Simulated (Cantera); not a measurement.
An adiabatic, constant-volume homogeneous reactor starts with CO : H2 : O2 : N2 = 1 : 0.04 : 0.605 : 2.27 (molar parts), at 1050 K and 101000 Pa. Integrator tolerance rtol = 1e-08.

Computed with Cantera and GRI-Mech 3.0 (53 species, 325 reactions).

Problem. What does this change do: pressure from 101000 Pa to 200000 Pa?

Solution. 
```csv
quantity,before,after
time of steepest temperature rise,0.533 ms,0.554 ms
temperature at 0.200 s,2765 K,2817 K
equilibrium temperature,2765 K,2817 K
x(CO) at 0.200 s,0.0769 (gas-phase equilibrium 0.0769),0.0716 (gas-phase equilibrium 0.0716)
x(H2) at 0.200 s,0.000433 (gas-phase equilibrium 0.000433),0.000397 (gas-phase equilibrium 0.000397)
x(O2) at 0.200 s,0.0505 (gas-phase equilibrium 0.0505),0.0480 (gas-phase equilibrium 0.0480)
x(HO2) at 0.200 s,3.21e-6 (gas-phase equilibrium 3.21e-6),4.17e-6 (gas-phase equilibrium 4.17e-6)
x(NO2) at 0.200 s,8.14e-6 (gas-phase equilibrium 8.14e-6),1.13e-5 (gas-phase equilibrium 1.13e-5)
x(OH) at 0.200 s,0.00484 (gas-phase equilibrium 0.00484),0.00465 (gas-phase equilibrium 0.00465)
```

Problem. What does this change do: constant pressure in place of constant volume?

Solution. 
| quantity | before | after |
|---|---|---|
| time of steepest temperature rise | 0.533 ms | 0.578 ms |
| temperature at 0.200 s | 2765 K | 2588 K |
| equilibrium temperature | 2765 K | 2588 K |
| x(CO) at 0.200 s | 0.0769 (gas-phase equilibrium 0.0769) | 0.0605 (gas-phase equilibrium 0.0605) |
| x(H2) at 0.200 s | 0.000433 (gas-phase equilibrium 0.000433) | 0.000367 (gas-phase equilibrium 0.000367) |
| x(O2) at 0.200 s | 0.0505 (gas-phase equilibrium 0.0505) | 0.0458 (gas-phase equilibrium 0.0458) |
| x(HO2) at 0.200 s | 3.21e-6 (gas-phase equilibrium 3.21e-6) | 1.69e-6 (gas-phase equilibrium 1.69e-6) |
| x(NO2) at 0.200 s | 8.14e-6 (gas-phase equilibrium 8.14e-6) | 4.31e-6 (gas-phase equilibrium 4.31e-6) |
| x(OH) at 0.200 s | 0.00484 (gas-phase equilibrium 0.00484) | 0.00381 (gas-phase equilibrium 0.00381) |
